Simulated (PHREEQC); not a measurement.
A solution holds 0.12 mol NaH2PO4 and 0.11 mol Na2SO4 per kg of water, at 20 °C. Closed to the air; pH follows from the charge balance.

Model: ion-association model, phreeqc.dat, run in PHREEQC.

This is a speciation only: nothing precipitates in the calculation.

Task: Estimate the pH, activity of water.

Result: pH 4.38; activity of water 0.991.

Task: In which forms is S present?

Result: SO4-2 74 %, NaSO4- 26 % of the S.
